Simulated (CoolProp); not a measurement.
Values from CoolProp's reference Helmholtz-energy equation of state, Akasaka 2019.

Problem. Give the vapour pressure (bar), liquid density (kg/m³), vapour density (kg/m³), liquid cp (kJ/(kg K)) of saturated R1234ze(Z) at 75.75, 101.65, 118.95 °C.

Solution. 
```tsv
T (°C)	p (bar)	liquid density (kg/m³)	vapour density (kg/m³)	liquid cp (kJ/(kg K))
75.75	7.75	1070	37.8	1.46
101.65	14.0	973	72.2	1.63
118.95	19.9	890	111	1.84
```
